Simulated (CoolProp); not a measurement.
Saturation properties of methanol (Tc = 240.2 °C, pc = 8216 kPa, ω = 0.565).

Computed with CoolProp (reference Helmholtz-energy equation of state, de Reuck 1993).

```csv
T (°C),p (kPa),enthalpy of vaporisation (kJ/kg),liquid cp (kJ/(kg K)),surface tension (mN/m),liquid viscosity (µPa s)
119.25,627.4,?,3.393,13.7,184
130.85,861.0,931.3,3.546,12.5,165
142.45,1159,889.7,3.716,11.3,148
154.05,?,843.4,?,9.98,?
165.65,1998,792.2,4.139,8.64,118
177.25,2565,737.2,4.417,7.27,105
188.85,3248,679.9,4.779,5.86,93.5
200.45,4061,618.6,5.299,4.43,82.4
212.05,5023,540.5,6.219,3.00,71.7
223.65,?,430.4,?,?,?
```

Question: Fill in the missing entries.

Answer: 
- 119.25, enthalpy of vaporisation (kJ/kg): 968.4
- 154.05, p (kPa): 1534
- 154.05, liquid cp (kJ/(kg K)): 3.910
- 154.05, liquid viscosity (µPa s): 132
- 223.65, p (kPa): 6171
- 223.65, liquid cp (kJ/(kg K)): 8.607
- 223.65, surface tension (mN/m): 1.61
- 223.65, liquid viscosity (µPa s): 60.7

It boils at 64.5 °C under 1 atm.

Viscosity comes from a separate model (Xiang 2006). Surface tension comes from a separate correlation (Mulero 2012).
